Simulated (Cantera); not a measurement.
Input: 1 mol NiS, 2.1 mol H2, at 823.15 K and 1000 Pa.

Equilibrium computed with Cantera from the NASA thermochemical tables; the gas is ideal and each condensed phase is pure. Candidate condensed phases: Ni, NiS, NiS2, Ni3S2, Ni3S4, S; 9 gas species. Rates play no part.

Base state: H2 0.841, H2S 0.159 (mole fractions); condensed: Ni3S2(s).

Q: What changes in the equilibrium state with this change: temperature from 823.15 K to 1375 K?

A: 
```csv
species,before,after
H2,0.841,0.872
H2S,0.159,0.0999
S2,1.89e-6,0.0265
H,<1e-9,3.20e-5
S,<1e-9,1.36e-5
SH,1.50e-7,0.00143
"Ni3S2(s), mol",0.333,0
"Ni3S2(l), mol",0,0.333
```

Q: What changes in the equilibrium state with this change: temperature from 823.15 K to 1300 K?

A: 
```json
[
 {"species": "H2", "before": "0.841", "after": "0.860"},
 {"species": "H2S", "before": "0.159", "after": "0.122"},
 {"species": "S2", "before": "1.89e-6", "after": "0.0164"},
 {"species": "H", "before": "<1e-9", "after": "1.03e-5"},
 {"species": "SH", "before": "1.50e-7", "after": "0.000770"},
 {"species": "Ni3S2(s), mol", "before": "0.333", "after": "0"},
 {"species": "Ni3S2(l), mol", "before": "0", "after": "0.333"}
]
```
